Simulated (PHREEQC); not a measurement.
0.011 g of hydrous ferric oxide (600 m²/g; 0.2 weak and 0.005 strong sites per Fe, Dzombak-Morel constants, diffuse double layer) in 1 kg of water with 0.005 mol/kgw of an inert sodium salt, at 25 °C; the pH is set by adding NaOH or the inert anion's acid. Oxygen is held at 0.21 atm. CO2 from the air is kept out. Nothing may precipitate in this run.

All values are PHREEQC results (ion-association model, wateq4f.dat), not measurements.

| pH | surface charge σ (C/m²) | surface potential ψ (mV) |
|---|---|---|
| 4 | 0.182 | 194 |
| 4.5 | 0.131 | 177 |
| 5 | 0.090 | 158 |
| 6 | 0.037 | 114 |
| 6.5 | 0.023 | 89 |
| 7 | 0.013 | 62 |
| 7.5 | 0.006 | 34 |
| 8.5 | -0.004 | -22 |
| 9 | -0.009 | -50 |
| 9.5 | -0.018 | -77 |
| 10 | -0.030 | -103 |
| 11 | -0.081 | -148 |
| 11.5 | -0.131 | -164 |
| 12 | -0.215 | -172 |

Species that the database lacks are ignored.
